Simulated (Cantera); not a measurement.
A closed system holds: 1 mol SiCl4, 0.59 mol NO, 4.6 mol N2, at 952 °C and 10.0 mbar.

Method: chemical equilibrium by Gibbs-energy minimisation in Cantera with the NASA 1993 tables (ideal gas, pure condensed phases). Candidate condensed phases: Si, SiO2, Si2N2O, Si3N4; 23 gas species. The tables hold silica as quartz up to 1696 K and as liquid above; real silica turns to tridymite and cristobalite and melts near 1996 K. Equilibrium is a limit: real reactors are often held back by kinetics, nucleation or transport.

Problem. What is the equilibrium state?

Solution. 
```json
{
  "x(N2)": "0.784",
  "x(SiCl4)": "0.113",
  "x(Cl2)": "0.0855",
  "x(Cl)": "0.0179",
  "n(SiO2(β-quartz))": "0.295 mol",
  "gas_amount": "6.246 mol",
  "log10 activity of Si(s) (absent)": "-18.22"
}
```
